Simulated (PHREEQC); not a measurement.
Solution (25 °C): 0.0089 mol Cu(BF4)2 and 0.00078 mol HBF4 per kg of water. Closed to the air; pH follows from the charge balance.

Equilibrium calculation in PHREEQC: ion-association model, wateq4f.dat.

Each row changes one thing in this solution. Precipitation was switched off in this run.

```tsv
case	pH	ionic strength (mol/kgw)	BF4- (mol/kgw)	HF (mol/kgw)	F- (mol/kgw)	H3BO3 (mol/kgw)	SI of CuF2:2H2O (CuF2:2H2O)	SI of Tenorite (CuO)
as made	2.78	0.0282	0.0157	0.00458	0.00218	0.00128	-3.24	-4.38
HBF4 replaced by CsF at the same molality	2.95	0.0283	0.0149	0.00421	0.00294	0.00117	-2.98	-4.05
temperature from 25 to 70 °C	2.91	0.0275	0.0139	0.00943	0.00255	0.00232	-2.78	-2.68
Cu(BF4)2 from 0.0089 to 0.089 mol/kgw	2.51	0.268	0.170	0.00864	0.00291	0.00118	-2.44	-4.18
HBF4 from 0.00078 to 0.00156 mol/kgw	2.69	0.0287	0.0165	0.00487	0.00188	0.00129	-3.36	-4.56
HBF4 from 0.00078 to 0.000858 mol/kgw	2.77	0.0283	0.0158	0.00461	0.00214	0.00128	-3.25	-4.40
```

Species that the database lacks are ignored. Away from 25 °C the constants follow the database's enthalpies or fits; those with neither stay at their 25 °C values. Real BF4- forms and hydrolyses slowly; the run takes it at equilibrium.
